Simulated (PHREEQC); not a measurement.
# Acid mine or pickling water: speciation

A made-up water analysis in mg/kgw, 75 °C, pH 3.71, pe 8.1:

```
constituent  mg/kgw
-----------  ------
Na             27.1
K               125
Ca             58.5
Mg              106
Cl             20.1
S(6) as SO4     738
Cu(2)          1.04
Zn             14.2
Al            0.263
Pb              6.7
Cd             2.17
```

Valence states are taken as typed.

Model: ion-association model, phreeqc.dat, run in PHREEQC.

```json
{
 "ionic_strength": "0.0187 mol/kgw",
 "specific_conductance": "3040 µS/cm",
 "total_alkalinity": "-0.424 meq/kg",
 "charge_balance_error": "5.2 %"
}
```

```csv
species,molality,activity,log γ
SO4-2,0.00463,0.00259,-0.252
K+,0.00308,0.00264,-0.066
MgSO4,0.00222,0.00223,0.002
Mg+2,0.00214,0.00122,-0.243
Na+,0.00116,0.00100,-0.064
Ca+2,0.00107,0.000607,-0.248
Cl-,0.000565,0.000485,-0.066
```

Precipitation was switched off in this run. Constants without temperature data keep their 25 °C values here.
